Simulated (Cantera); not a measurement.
Feed: 1 mol B2O3, 7.1 mol O2, held at 1673 K.

These are equilibrium values from Cantera (NASA tables, ideal gas, pure condensed phases), not measurements of a reactor. Candidate condensed phases: B, B2O3; 10 gas species. Equilibrium is a limit: real reactors are often held back by kinetics, nucleation or transport.

Problem. What share of the B ends up in condensed phases as a function of P (Pa), at 10, 63, 400, 2500, 16000, 100000?

Solution. 
| P (Pa) | B condensed (%) | as |
|---|---|---|
| 10 | 0.0 | - |
| 63 | 0.0 | - |
| 400 | 0.0 | - |
| 2500 | 84.3 | B2O3(l) |
| 16000 | 97.5 | B2O3(l) |
| 100000 | 99.6 | B2O3(l) |
